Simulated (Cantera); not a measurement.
## Fe2O3 + H2 + N2 (hydrogen reduction and annealing atmospheres)

Input: 1 mol Fe2O3, 880 mol H2, 17 mol N2, held at 1.00 bar.

Cantera equilibrium calculation (NASA polynomials, part measured and part estimated; ideal gas, pure solids and liquids). Candidate condensed phases: Fe, FeO, Fe(OH)2, Fe(OH)3, Fe2O3, Fe3O4, H2O; 27 gas species. The numbers say what is thermodynamically allowed, not how fast it happens.

```tsv
T (K)	x H2	x N2	x H	x H2O	x Fe	x NH3	n Fe(γ)	n Fe(δ)	n Fe(l)
1598	0.978	0.0189	5.26e-5	0.00334	1.06e-6	6.25e-6	2.00	0	0
1673	0.978	0.0189	0.000113	0.00334	4.01e-6	5.16e-6	0	2.00	0
1748	0.977	0.0189	0.000226	0.00334	1.35e-5	4.34e-6	0	1.99	0
1823	0.977	0.0189	0.000428	0.00334	4.07e-5	3.70e-6	0	0	1.96
1898	0.977	0.0189	0.000773	0.00334	0.000109	3.20e-6	0	0	1.90
1973	0.976	0.0189	0.00133	0.00334	0.000268	2.79e-6	0	0	1.76
2048	0.975	0.0189	0.00221	0.00334	0.000617	2.46e-6	0	0	1.45
2123	0.973	0.0189	0.00354	0.00333	0.00133	2.18e-6	0	0	0.800
```
x: gas mole fraction; n: condensed amount in mol.

At 1598 K the condensed part is Fe(γ). From 1673 K to 1748 K the condensed part is Fe(δ). From 1823 K to 2123 K the condensed part is Fe(l). The main Fe-bearing gas is Fe throughout. The share of Fe in condensed phases is highest at 1598 K (100.0 %) and lowest at 2123 K (40.0 %).
